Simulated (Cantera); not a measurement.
**Low-pressure radical oxidation in H2/O2**

An isothermal, constant-pressure homogeneous reactor starts with H₂ : O₂ = 0.057 : 1 (molar parts), equivalence ratio 0.029, at 1350 K and 10.00 Torr.

Computed with Cantera and GRI-Mech 3.0 (53 species, 325 reactions). Radical loss at walls, strong at low pressure, is not modelled. The temperature is held fixed by assumption; the heat of reaction is taken as removed at once.

```tsv
t (s)	x H₂	x O₂	x H₂O	x H	x O	x H₂O₂
7.00e-5	0.0539	0.946	1.51e-8	2.42e-8	3.16e-8	1.99e-11
0.000275	0.0539	0.946	8.25e-7	3.07e-7	6.78e-7	2.98e-10
0.00108	0.0446	0.939	0.00669	0.00203	0.00464	3.26e-8
0.00426	0.000947	0.903	0.0469	0.00677	0.0372	6.72e-8
0.0167	0.000797	0.910	0.0484	0.00510	0.0306	6.63e-8
0.0658	0.000429	0.927	0.0516	0.00190	0.0158	5.90e-8
0.259	8.78e-5	0.941	0.0543	0.000169	0.00312	3.36e-8
1.02	8.95e-6	0.944	0.0551	5.45e-6	0.000315	1.04e-8
4.00	9.92e-7	0.944	0.0553	2.01e-7	3.49e-5	2.45e-9
```
x: mole fraction; the columns are a selection and need not sum to one.

Equilibrium at this temperature and pressure: H₂ 1.01e-7, O₂ 0.945, H₂O 0.0554, H 6.62e-9, O 3.58e-6, H₂O₂ 4.93e-10 (gas phase only).
